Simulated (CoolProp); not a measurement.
Properties of R407C at several states (Tc = 86.2 °C, pc = 4632 kPa, ω = 0.363).

The numbers come from the reference Helmholtz-energy equation of state, Lemmon 2003 in CoolProp. It is a pseudo-pure fit of the blend.

| T (°C) | p (kPa) | phase | density (kg/m³) | cv (kJ/(kg K)) | Joule-Thomson coefficient (K/MPa) | viscosity (µPa s) | conductivity (mW/(m K)) |
|---|---|---|---|---|---|---|---|
| 216.15 | 87.6 | gas | 1.860 | 1.017 | 4.306 | 20.2 | 27.8 |
| -24.85 | 7010 | liquid | 1341 | 0.8541 | -0.2483 | 307 | 110 |
| -57.25 | 4090 | liquid | 1430 | 0.8315 | -0.3059 | 446 | 124 |
| 135.55 | 19800 | supercritical | 846.3 | 1.024 | 0.6771 | 79.7 | 65.1 |
| 208.95 | 45.4 | gas | 0.9775 | 1.006 | 4.493 | 19.9 | 27.2 |

Viscosity comes from a separate model (Geller 2000). Thermal conductivity comes from a separate model (Geller 2001).
